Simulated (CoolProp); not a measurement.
Properties of nitrous oxide at several states (Tc = 309.5 K, pc = 7245 kPa, ω = 0.161).

Values from CoolProp's reference Helmholtz-energy equation of state, Lemmon 2006. It is a short technical equation, of lower accuracy than the large ones.

| T (K) | p (kPa) | phase | Z | cv (kJ/(kg K)) | Joule-Thomson coefficient (K/MPa) | isothermal compressibility (1/MPa) | expansivity (1/kK) |
|---|---|---|---|---|---|---|---|
| 311.7 | 44.9 | gas | 0.9979 | 0.7022 | 9.820 | 22.32 | 3.230 |
| 392.4 | 72.9 | gas | 0.9984 | 0.7744 | 5.861 | 13.74 | 2.563 |
| 434.9 | 26800 | supercritical | 0.7459 | 0.9094 | 1.770 | 0.03493 | 5.390 |
| 234.2 | 25.7 | gas | 0.9971 | 0.6173 | 19.42 | 39.03 | 4.309 |
| 222.2 | 765 | liquid | 0.01637 | 0.9221 | -0.1573 | 0.002178 | 3.086 |
